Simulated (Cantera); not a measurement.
Charge: 1 mol Pb, 0.56 mol O2, 0.4 mol N2, held at 548 K and 0.000290 bar.

These are equilibrium values from Cantera (NASA tables, ideal gas, pure condensed phases), not measurements of a reactor. Candidate condensed phases: Pb, PbO, PbO2, Pb3O4; 12 gas species. The numbers say what is thermodynamically allowed, not how fast it happens.

Base state: N2 0.870, O2 0.130 (mole fractions); condensed: PbO(red).

Task: What changes in the equilibrium state with this change: temperature from 548 K to 1298.15 K?

Result: 
```csv
species,before,after
PbO,<1e-9,0.541
N2,0.870,0.259
Pb,<1e-9,0.107
O2,0.130,0.0924
NO,3.00e-9,0.000149
"PbO(red), mol",1.00,0
```
Gases not in the tables: (PbO)n polymers.
